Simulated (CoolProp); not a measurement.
Vapour-liquid equilibrium of neopentane (1) + n-pentane (2) at 0.0524 MPa; x and y are mole fractions of (1).

Values from CoolProp's multi-fluid Helmholtz-energy mixture model, Lemmon 2006 and Thol 2019; pair parameters Bell 2016.

| x | bubble temperature, mixture model (°C) | bubble temperature, Raoult's law (°C) | y, mixture model | y, Raoult's law |
|---|---|---|---|---|
| 0.05 | 16.0 | 16.0 | 0.122 | 0.122 |
| 0.2 | 10.5 | 10.7 | 0.403 | 0.404 |
| 0.35 | 6.0 | 6.2 | 0.597 | 0.600 |
| 0.5 | 2.1 | 2.3 | 0.736 | 0.741 |
| 0.65 | -1.2 | -1.0 | 0.839 | 0.844 |
| 0.8 | -4.1 | -4.0 | 0.918 | 0.923 |
| 0.95 | -6.7 | -6.7 | 0.982 | 0.983 |

The largest gap from Raoult's law is -0.2 K in bubble temperature, at x = 0.35. No azeotrope shows between x = 0.05 and 0.95.

The pair parameters rest on a limited set of measurements; away from them the model extrapolates.
